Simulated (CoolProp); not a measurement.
Ethanol at several states: Z from the reference equation and from simpler models built on Tc = 514.7 K, pc = 6.268 MPa, ω = 0.644; each cubic takes its own stable root.

Computed with CoolProp (reference Helmholtz-energy equation of state, Schroeder 2014).

```csv
T (K),p (MPa),phase,reference
195,0.0619,liquid,0.002012
486.9,0.0209,gas,0.9987
239.3,0.0413,liquid,0.001145
413.6,0.0812,gas,0.9886
614.8,0.0744,gas,0.9985
```

### Question
How far does each simpler model (van der Waals, Redlich-Kwong, Soave-Redlich-Kwong) lie from the reference over these 5 states: mean and median of the absolute difference, and the worst?

### Answer
- van der Waals: mean 17268.9 %, median 0.5 %, worst +86258.1 % at 239.3 K and 0.0413 MPa
- Redlich-Kwong: mean 9.9 %, median 0.3 %, worst +24.7 % at 195 K and 0.0619 MPa
- Soave-Redlich-Kwong: mean 7.8 %, median 0.1 %, worst +20.2 % at 195 K and 0.0619 MPa

At some of these states van der Waals gives the other phase, because its saturation line lies elsewhere.
